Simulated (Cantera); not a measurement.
Equilibrium for silicon epitaxy and polysilicon growth: SiHCl₃ + HCl + H₂

Input: 1 mol SiHCl₃, 0.088 mol HCl, 5.9 mol H₂, at 0.180 bar.

Method: chemical equilibrium by Gibbs-energy minimisation in Cantera with the NASA 1993 tables (ideal gas, pure condensed phases). Candidate condensed phases: Si; 19 gas species. The tables' values for SiCl₃ are old estimates; treat these amounts as uncertain. Kinetics and transport are ignored.

| T (K) | x H₂ | x HCl | x SiCl₄ | x SiCl₂ | x SiHCl₃ | x SiCl₃ | x SiH₂Cl₂ | n Si(s) |
|---|---|---|---|---|---|---|---|---|
| 825 | 0.881 | 0.00272 | 0.0819 | 9.31e-6 | 0.0328 | 9.30e-5 | 0.00111 | 0.170 |
| 875 | 0.880 | 0.00491 | 0.0818 | 3.50e-5 | 0.0320 | 0.000222 | 0.00115 | 0.175 |
| 925 | 0.878 | 0.00829 | 0.0812 | 0.000113 | 0.0312 | 0.000481 | 0.00118 | 0.181 |
| 975 | 0.874 | 0.0132 | 0.0800 | 0.000322 | 0.0303 | 0.000954 | 0.00120 | 0.190 |
| 1025 | 0.869 | 0.0200 | 0.0780 | 0.000822 | 0.0291 | 0.00175 | 0.00121 | 0.201 |
| 1075 | 0.862 | 0.0290 | 0.0750 | 0.00190 | 0.0277 | 0.00300 | 0.00120 | 0.214 |
| 1125 | 0.853 | 0.0402 | 0.0706 | 0.00402 | 0.0260 | 0.00480 | 0.00117 | 0.226 |
| 1175 | 0.842 | 0.0537 | 0.0645 | 0.00782 | 0.0238 | 0.00719 | 0.00113 | 0.237 |
| 1225 | 0.828 | 0.0691 | 0.0565 | 0.0141 | 0.0211 | 0.0100 | 0.00106 | 0.242 |
| 1275 | 0.812 | 0.0854 | 0.0469 | 0.0233 | 0.0180 | 0.0130 | 0.000958 | 0.239 |
| 1325 | 0.796 | 0.102 | 0.0363 | 0.0356 | 0.0146 | 0.0154 | 0.000837 | 0.226 |
| 1375 | 0.779 | 0.116 | 0.0258 | 0.0499 | 0.0111 | 0.0168 | 0.000701 | 0.203 |
| 1425 | 0.765 | 0.128 | 0.0169 | 0.0647 | 0.00788 | 0.0166 | 0.000563 | 0.176 |
x: gas mole fraction; n: condensed amount in mol.

From 825 K to 1425 K the condensed part is Si(s). The main Si-bearing gas is SiCl₄ at 825 K and SiCl₂ at 1425 K. The share of Si in condensed phases is highest at 1225 K (24.2 %) and lowest at 825 K (17.0 %).
